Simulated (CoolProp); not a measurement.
R1336mzz(E) along the isotherm 410 K: density (kg/m³) from the reference equation and from simpler models built on Tc = 403.5 K, pc = 2.779 MPa, ω = 0.413; each cubic takes its own stable root.

Model: reference Helmholtz-energy equation of state, Akasaka 2023, in CoolProp.

```json
[
 {"p (MPa)": "0.356", "phase": "gas", "reference": "17.93"},
 {"p (MPa)": "0.713", "phase": "gas", "reference": "37.79"},
 {"p (MPa)": "1.07", "phase": "gas", "reference": "60.04"},
 {"p (MPa)": "1.43", "phase": "gas", "reference": "85.73"},
 {"p (MPa)": "1.78", "phase": "gas", "reference": "115.1"},
 {"p (MPa)": "2.14", "phase": "gas", "reference": "152.4"},
 {"p (MPa)": "2.49", "phase": "gas", "reference": "201.2"},
 {"p (MPa)": "2.85", "phase": "supercritical", "reference": "285.6"},
 {"p (MPa)": "3.21", "phase": "supercritical", "reference": "583.1"},
 {"p (MPa)": "3.56", "phase": "supercritical", "reference": "738.9"},
 {"p (MPa)": "3.92", "phase": "supercritical", "reference": "793.7"},
 {"p (MPa)": "4.28", "phase": "supercritical", "reference": "828.1"},
 {"p (MPa)": "4.63", "phase": "supercritical", "reference": "853.0"},
 {"p (MPa)": "4.99", "phase": "supercritical", "reference": "873.6"},
 {"p (MPa)": "5.34", "phase": "supercritical", "reference": "890.5"},
 {"p (MPa)": "5.7", "phase": "supercritical", "reference": "905.6"}
]
```

How far does each simpler model (ideal gas, van der Waals, Peng-Robinson) lie from the reference over these 16 states: mean and median of the absolute difference, and the worst?


- ideal gas: mean 49.2 %, median 60.8 %, worst -76.8 % at 410 K and 3.56 MPa
- van der Waals: mean 16.3 %, median 12.0 %, worst -31.2 % at 410 K and 4.99 MPa
- Peng-Robinson: mean 6.3 %, median 5.2 %, worst -15.2 % at 410 K and 3.56 MPa
